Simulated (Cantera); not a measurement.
Cantera run:

```python
import numpy as np
import cantera as ct

gas_names = """
    CL CL2 H HCL H2 N NH NH2 NH3 N2 N2H2 N2H4 Si SiCL SiCL2 SiCL3 SiCL4 SiH SiHCL3 SiH2 SiH2CL2 SiH3
    SiH3CL SiH4 SiN Si2 Si2N Si3
""".split()
cond_names = """
    NH4CL(a) NH4CL(b) Si(cr) Si(L) Si3N4(a)
""".split()


# ... load() reads the species with a 1 bar reference pressure and builds the phases ...
atoms = {
    'SiHCl3': {'Si': 1, 'H': 1, 'CL': 3},
    'N2': {'N': 2},
}
top_T = {'Si3N4(a)': 2400}  # K; cautious upper limits of use, not melting points


# ... equilibrate(T, P, feed) seeds the gas with the atoms and calls Mixture.equilibrate('TP', solver="vcs", rtol=1e-11, max_steps=5000) ...
results = []
T = 1498.15  # K
P = 130000  # Pa
for m in [9.4, 19, 28, 38, 47, 57, 66, 76, 85]:
    feed = {'SiHCl3': 1, 'N2': m}  # mol
    mix = equilibrate(T, P, feed)
    results.append((T, P, feed, dict(zip(mix.species_names, mix.species_moles))))

top = {s: max(r[3][s] / sum(r[3][g] for g in gas_names) for r in results) for s in gas_names}
cols = sorted((s for s in top if top[s] > 1e-05), key=lambda s: -top[s])[:7]
seen = [c for c in cond_names if any(r[3].get(c, 0) > 1e-12 for r in results)]
print("log10 of partial pressures in bar; condensed amounts in mol")
print(f"{'n(N2)':>10s}" + "".join(f"{s[:9]:>10s}" for s in cols + seen))
for T, P, feed, n in results:
    ng = sum(n[g] for g in gas_names)
    print(f"{feed['N2']:10.4g}" + "".join(f"{np.log10(max(n[s] / ng * P / 1e5, 1e-99)):10.3f}" for s in cols)
          + "".join(f"{n.get(c, 0):10.4g}" for c in seen))
```

Output:

```
log10 of partial pressures in bar; condensed amounts in mol
     n(N2)        N2       HCL     SiCL4        H2     SiCL3     SiCL2    SiHCL3  Si3N4(a)
       9.4     0.049    -1.003    -1.229    -1.947    -2.105    -2.478    -3.161    0.1405
        19     0.081    -1.262    -1.527    -2.328    -2.334    -2.637    -3.580    0.1418
        28     0.091    -1.413    -1.698    -2.547    -2.464    -2.726    -3.820     0.142
        38     0.097    -1.534    -1.835    -2.723    -2.568    -2.797    -4.011    0.1418
        47     0.100    -1.619    -1.931    -2.846    -2.641    -2.846    -4.146    0.1416
        57     0.102    -1.697    -2.019    -2.960    -2.707    -2.891    -4.269    0.1412
        66     0.104    -1.757    -2.087    -3.046    -2.758    -2.925    -4.363    0.1408
        76     0.105    -1.815    -2.152    -3.129    -2.807    -2.958    -4.454    0.1404
        85     0.106    -1.861    -2.204    -3.196    -2.846    -2.985    -4.526      0.14
```

These are equilibrium values from Cantera (NASA tables, ideal gas, pure condensed phases), not measurements of a reactor. N2 is the only nitrogen source here; it is nearly inert below about 1500 K, so the nitride shown seldom forms there in practice. The tables' values for SiCl3 are old estimates; treat these amounts as uncertain.
